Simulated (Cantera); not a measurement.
Feed: 1 mol FeS, 990 mol H2, 5.7 mol H2O, held at 1523.15 K and 0.0133 bar.

Equilibrium computed with Cantera from the NASA thermochemical tables; the gas is ideal and each condensed phase is pure. Candidate condensed phases: Fe, FeO, Fe(OH)2, Fe(OH)3, FeS, FeSO4, FeS2, Fe2O3, Fe2(SO4)3, Fe3O4, H2O, H2SO4, S; 22 gas species. Equilibrium is a limit: real reactors are often held back by kinetics, nucleation or transport.

Base state: H2 0.993, H2O 0.00572, H2S 0.000945, H 0.000200, SH 4.48e-5, Fe 1.83e-5 (mole fractions); condensed: Fe(γ).

Problem. What changes in the equilibrium state with this change: temperature from 1523.15 K to 675 K?

Solution. 
```
species        before    after
-----------  --------  -------
H2              0.993    0.994
H2O           0.00572  0.00572
H2S          0.000945  2.40e-5
H            0.000200    <1e-9
Fe            1.83e-5    <1e-9
SH            4.48e-5    <1e-9
Fe(γ), mol      0.982        0
Fe(α), mol          0   0.0239
FeS(s), mol         0    0.976
```
FeS: taken at fixed stoichiometry.
